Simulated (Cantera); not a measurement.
Input: 1 mol C3H6, 0.052 mol NH3, a varied amount of N2, held at 2050 °C and 5.60 mbar.

Equilibrium computed with Cantera from the NASA thermochemical tables; the gas is ideal and each condensed phase is pure. Candidate condensed phases: C, C6H6, C7H8, C8H18; 92 gas species. Rates play no part.

x: gas mole fraction; n: condensed amount in mol.

```tsv
n(N2) (mol)	x N2	x H2	x H	x HCN	x C2H2 (acetylene)	n C(graphite)
1.3	0.274	0.591	0.112	0.0177	___	2.88
1.7	0.330	0.540	0.107	0.0186	___	2.87
2.4	0.408	0.469	0.0997	0.0192	___	2.85
3.3	0.485	0.400	0.0921	0.0194	___	2.83
4.5	0.560	0.334	0.0841	0.0190	___	2.81
6.2	0.634	0.269	0.0756	0.0182	___	2.78
8.5	0.701	0.212	0.0671	0.0170	___	2.75
12	0.764	0.160	0.0582	0.0154	___	2.71
16	0.810	0.123	0.0511	0.0139	___	2.67
22	0.851	0.0908	0.0439	0.0122	___	2.63
30	0.884	0.0663	0.0375	0.0106	___	2.57
41	0.910	0.0476	0.0318	0.00915	___	2.52
```

Some entries are withheld; supply them.


- 1.3, x C2H2 (acetylene): 0.00286
- 1.7, x C2H2 (acetylene): 0.00262
- 2.4, x C2H2 (acetylene): 0.00227
- 3.3, x C2H2 (acetylene): 0.00194
- 4.5, x C2H2 (acetylene): 0.00162
- 6.2, x C2H2 (acetylene): 0.00130
- 8.5, x C2H2 (acetylene): 0.00103
- 12, x C2H2 (acetylene): 0.000773
- 16, x C2H2 (acetylene): 0.000597
- 22, x C2H2 (acetylene): 0.000440
- 30, x C2H2 (acetylene): 0.000321
- 41, x C2H2 (acetylene): 0.000230
